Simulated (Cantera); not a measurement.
A freely propagating, adiabatic, planar premixed flame of CH4 : CO : O2 : N2 = 1 : 1.2 : 2.36 : 8.04 (molar parts), equivalence ratio 1.1, unburnt at 525 K and 760 Torr; mixture-averaged transport, grid criteria slope 0.08 and curve 0.16, no radiation.

Detailed kinetics in Cantera: GRI-Mech 3.0 (53 species, 325 reactions). Burning velocities carry a grid error of a few per cent, more on coarse grids.

**Question.** How do the results move with these cheaper or finer settings: unity-Lewis-number transport; multicomponent transport; multicomponent+Soret transport; grid criteria slope 0.5, curve 1; grid criteria slope 0.25, curve 0.5; grid criteria slope 0.03, curve 0.06?

**Answer.** 
```tsv
setting	laminar burning velocity	thermal thickness	peak x(H)	peak x(CH3)	grid points
as above	147 cm/s	0.287 mm	0.0139	0.00250	152
unity-Lewis-number transport	99.9 cm/s	0.329 mm	0.0160	0.00191	145
multicomponent transport	146 cm/s	0.291 mm	0.0140	0.00251	152
multicomponent+Soret transport	144 cm/s	0.290 mm	0.0139	0.00243	152
grid criteria slope 0.5, curve 1	160 cm/s	0.330 mm	0.0146	0.00242	41
grid criteria slope 0.25, curve 0.5	149 cm/s	0.298 mm	0.0141	0.00247	70
grid criteria slope 0.03, curve 0.06	144 cm/s	0.284 mm	0.0137	0.00250	370
```
The base run took around 7 core-seconds (rough).
Unity Lewis numbers drop preferential diffusion, which matters most where H2 and H carry the flame; Soret adds thermal diffusion.
